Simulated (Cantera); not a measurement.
A perfectly stirred reactor is fed with 29.6 % CO, 2.01 % H2, 14.3 % O2, 54.1 % N2, equivalence ratio 1.1, at 1000000 Pa; it is adiabatic with a 725 K inlet, and is followed from long to short residence time, starting on the burning branch (τ in s: 0.27, 0.1, 0.04, 0.015, 0.0058, 0.0022, 0.00084, 0.00032, 0.00012, 4.7e-05, 1.8e-05, 6.9e-06).

Detailed kinetics in Cantera: GRI-Mech 3.0 (53 species, 325 reactions). The hydrogen kinetics of GRI-Mech 3.0 are dated; newer H2 mechanisms differ, most at raised pressure.

One state of this run: T (K) = 2373; x CO = 0.106; x H2 = 0.00130; x O2 = 0.0335; x N2O = 1.87e-6; x NO = 0.000753. x: mole fraction; the columns are a selection and need not sum to one.

Task: Which value of τ (s) does it belong to?
A) 0.27
B) 0.00012
C) 1.8e-5
D) 0.0058

Result: B, 0.00012
